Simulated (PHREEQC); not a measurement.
## Arsenic or selenium liquor: an equilibrium model

Dissolve 75 mmol/kgw H3AsO4, 6.6 mmol/kgw HCl and 5.1 mmol/kgw CaCl2 at 25 °C. Closed to the air; pH follows from the charge balance.

Equilibrium calculation in PHREEQC: ion-association model, wateq4f.dat.

Precipitation was switched off in this run.

Q: Predict the pH, ionic strength.

A: pH 1.69; ionic strength 0.0390 mol/kgw.

Q: In which forms is As present?

A: H3AsO4 77 %, H2AsO4- 23 % of the As.

The database has no arsenate complexes of Ca.
